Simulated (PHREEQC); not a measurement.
Solution A (19 mmol/kgw HF, 0.17 mmol/kgw (CH3)4NF and 170 mmol/kgw HCl) is mixed with solution B (0.051 mol CdCl2 and 0.0053 mol NiCl2 per kg of water) at 35 °C; shares are by mass of water, 1 kg in all. O2 is buffered at 0.21 atm. No CO2 enters from the air. Only these solids could form: Cd(OH)2, CdOHCl, Ni(OH)2, CdF2.

All values are PHREEQC results (ion-association model, wateq4f.dat), not measurements.

```json
[
 {"share of solution B": "0", "pH": "0.87", "Ni+2 (mol/kgw)": "0", "Cd+2 (mol/kgw)": "0", "CdCl2 (mol/kgw)": "0", "H2F2 (mol/kgw)": "0.000598"},
 {"share of solution B": "0.1", "pH": "0.91", "Ni+2 (mol/kgw)": "0.000457", "Cd+2 (mol/kgw)": "0.000656", "CdCl2 (mol/kgw)": "0.00114", "H2F2 (mol/kgw)": "0.000489"},
 {"share of solution B": "0.2", "pH": "0.96", "Ni+2 (mol/kgw)": "0.000922", "Cd+2 (mol/kgw)": "0.00140", "CdCl2 (mol/kgw)": "0.00217", "H2F2 (mol/kgw)": "0.000389"},
 {"share of solution B": "0.3", "pH": "1.02", "Ni+2 (mol/kgw)": "0.00139", "Cd+2 (mol/kgw)": "0.00224", "CdCl2 (mol/kgw)": "0.00307", "H2F2 (mol/kgw)": "0.000301"},
 {"share of solution B": "0.4", "pH": "1.08", "Ni+2 (mol/kgw)": "0.00188", "Cd+2 (mol/kgw)": "0.00320", "CdCl2 (mol/kgw)": "0.00385", "H2F2 (mol/kgw)": "0.000223"},
 {"share of solution B": "0.5", "pH": "1.16", "Ni+2 (mol/kgw)": "0.00237", "Cd+2 (mol/kgw)": "0.00430", "CdCl2 (mol/kgw)": "0.00449", "H2F2 (mol/kgw)": "0.000156"},
 {"share of solution B": "0.6", "pH": "1.25", "Ni+2 (mol/kgw)": "0.00286", "Cd+2 (mol/kgw)": "0.00555", "CdCl2 (mol/kgw)": "0.00500", "H2F2 (mol/kgw)": "0.000100"},
 {"share of solution B": "0.7", "pH": "1.38", "Ni+2 (mol/kgw)": "0.00337", "Cd+2 (mol/kgw)": "0.00699", "CdCl2 (mol/kgw)": "0.00537", "H2F2 (mol/kgw)": "___"},
 {"share of solution B": "0.8", "pH": "1.55", "Ni+2 (mol/kgw)": "0.00388", "Cd+2 (mol/kgw)": "0.00866", "CdCl2 (mol/kgw)": "0.00560", "H2F2 (mol/kgw)": "___"},
 {"share of solution B": "0.9", "pH": "1.85", "Ni+2 (mol/kgw)": "0.00441", "Cd+2 (mol/kgw)": "0.0106", "CdCl2 (mol/kgw)": "0.00568", "H2F2 (mol/kgw)": "___"},
 {"share of solution B": "1", "pH": "5.46", "Ni+2 (mol/kgw)": "0.00494", "Cd+2 (mol/kgw)": "0.0128", "CdCl2 (mol/kgw)": "0.00563", "H2F2 (mol/kgw)": "0"}
]
```

**Question.** What belongs in the gaps?

**Answer.** 
- 0.7, H2F2 (mol/kgw): 5.65e-5
- 0.8, H2F2 (mol/kgw): 2.50e-5
- 0.9, H2F2 (mol/kgw): 5.98e-6

(CH3)4N+ isn't in the database: it is added as a free cation with an ion size of 4 Å. wateq4f.dat counts part of the HF as a dimer, H2F2, which phreeqc.dat doesn't know; its constant is uncertain.
